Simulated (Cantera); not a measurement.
Charge: 1 mol CH3Cl, 0.019 mol CH4, 1.6 mol H2, at 750 K and 8800 Pa.

Method: chemical equilibrium by Gibbs-energy minimisation in Cantera with the NASA 1993 tables (ideal gas, pure condensed phases). Candidate condensed phases: C, C6H6, C7H8, C8H18; 91 gas species. The numbers say what is thermodynamically allowed, not how fast it happens.

Base state: H2 0.597, HCl 0.302, CH4 0.100 (mole fractions); condensed: C(graphite).

**Question.** What changes in the equilibrium state with this change: temperature from 750 K to 1523.15 K?

**Answer.** 
| species | before | after |
|---|---|---|
| H2 | 0.597 | 0.725 |
| HCl | 0.302 | 0.275 |
| CH4 | 0.100 | 0.000106 |
| H | <1e-9 | 6.65e-5 |
| Cl | <1e-9 | 2.02e-5 |
| C(graphite), mol | 0.687 | 1.02 |
